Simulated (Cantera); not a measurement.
# Adiabatic ignition

An adiabatic, constant-volume homogeneous reactor starts with 6.58 % CH4, 1.18 % C2H6, 1.91 % C3H8, 17.9 % O2, 67.1 % N2, 5.33 % H2O, at 1425 K and 0.642 atm.

Detailed kinetics in Cantera: GRI-Mech 3.0 (53 species, 325 reactions). GRI-Mech 3.0 was tuned for natural gas; its chemistry of propane as a main component is partial and can be far from experiment.

```tsv
t (s)	T (K)	P (bar)	x CH4	x C2H6	x C3H8	x HCO	x HCN
4.00e-6	1424	0.650	0.0658	0.0118	0.0190	1.07e-10	<1e-12
1.59e-5	1422	0.649	0.0657	0.0118	0.0188	5.95e-9	<1e-12
6.33e-5	1421	0.650	0.0650	0.0114	0.0171	2.50e-7	2.27e-12
0.000252	1523	0.716	0.0550	0.00678	0.00506	1.57e-5	5.60e-10
0.00100	2825	1.47	<1e-12	<1e-12	<1e-12	2.51e-7	1.57e-8
0.00399	2820	1.47	<1e-12	<1e-12	<1e-12	2.50e-7	2.33e-8
0.0159	2820	1.47	<1e-12	<1e-12	<1e-12	2.50e-7	2.33e-8
0.0632	2820	1.47	<1e-12	<1e-12	<1e-12	2.50e-7	2.33e-8
0.251	2820	1.47	<1e-12	<1e-12	<1e-12	2.50e-7	2.33e-8
1.00	2820	1.47	<1e-12	<1e-12	<1e-12	2.50e-7	2.33e-8
```
x: mole fraction; the columns are a selection and need not sum to one.

| Item | Result |
|---|---|
| time of steepest temperature rise | 0.298 ms |
| temperature at 1.00 s | 2820 K |
| equilibrium temperature | 2820 K |
| x(CH4) at 1.00 s | <1e-12 (gas-phase equilibrium <1e-12) |
| x(C2H6) at 1.00 s | <1e-12 (gas-phase equilibrium <1e-12) |
| x(C3H8) at 1.00 s | <1e-12 (gas-phase equilibrium <1e-12) |
